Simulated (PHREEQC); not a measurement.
1 kg of water holding 0.063 mol CaCl2 meets 20 L of dry gas (N2 1 by moles) at fixed total pressure, at 10 °C; fugacities by Peng-Robinson. The gases take part in no redox reaction, some water evaporates into the gas, and hydrates or a liquid gas phase aren't modelled. Nothing may precipitate in this run.

The numbers come from PHREEQC with the ion-association model, phreeqc.dat.

```csv
P (atm),dissolved N2 (mol/kgw),φ of N2
2,0.00162,0.999
5,0.00403,0.997
10,0.00800,0.994
20,0.0157,0.988
30,0.0232,0.983
40,0.0304,0.978
50,0.0373,0.974
75,0.0537,0.965
100,0.0690,0.958
150,0.0964,0.951
200,0.121,0.951
```

Species that the database lacks are ignored. Constants without temperature data keep their 25 °C values here.
